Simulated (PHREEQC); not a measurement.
Solution (7.8 °C): 110 mmol/kgw Li2SO4 and 0.032 mmol/kgw Na2SO4. Closed to the air; pH follows from the charge balance.

Equilibrium calculation in PHREEQC: ion-association model, phreeqc.dat.

| Quantity | Result |
|---|---|
| ionic strength | 0.288 mol/kgw |
| density | 1.011 g/cm³ |

| species | molality | activity | log γ |
|---|---|---|---|
| Li+ | 0.199 | 0.148 | -0.130 |
| SO4-2 | 0.0891 | 0.0234 | -0.580 |
| LiSO4- | 0.0209 | 0.0151 | -0.142 |
| Na+ | 5.79e-5 | 4.27e-5 | -0.132 |
| NaSO4- | 6.13e-6 | 4.47e-6 | -0.137 |
| OH- | 1.10e-7 | 7.52e-8 | -0.165 |
| HSO4- | 6.95e-8 | 5.14e-8 | -0.130 |

No solid was allowed to form. Complexes and solids missing from the database can't appear. Constants without temperature data keep their 25 °C values here.
